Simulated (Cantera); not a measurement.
A perfectly stirred reactor is fed with CH4 : H2O = 1 : 0.6 (molar parts), at 0.190 bar; it is held at 2200 K, and followed from long to short residence time.

Cantera simulation using GRI-Mech 3.0 (53 species, 325 reactions); the numbers are that mechanism's predictions, not measurements. GRI-Mech 3.0 stops at C3 and has no aromatics, soot or wall deposition, so with more carbon than oxygen in the feed, carbon stays in small species such as C2H2 where larger ones or solid carbon would form.

x: mole fraction; the columns are a selection and need not sum to one.

```csv
τ (s),x CH4,x H2O,x H,x C2H4,x H2,x O2,x C2H
0.62,0.00179,0.00262,0.0105,2.49e-5,0.737,4.79e-11,3.07e-5
0.19,0.00346,0.00841,0.00974,3.31e-5,0.732,4.30e-10,3.00e-5
0.060,0.00672,0.0240,0.00879,5.82e-5,0.719,2.84e-9,3.06e-5
0.019,0.0131,0.0572,0.00769,0.000134,0.689,1.25e-8,…
0.0059,0.0254,0.111,0.00655,0.000369,0.640,3.53e-8,…
0.0019,0.0483,0.170,0.00546,0.00107,0.577,6.40e-8,4.34e-5
0.00058,0.0950,0.222,0.00436,0.00335,0.498,8.37e-8,4.07e-5
0.00018,0.181,0.265,0.00322,0.00948,0.395,8.16e-8,…
```

Task: Fill in the missing entries.

Result: 
- 0.019, x C2H: 3.41e-5
- 0.0059, x C2H: 3.97e-5
- 0.00018, x C2H: 3.05e-5
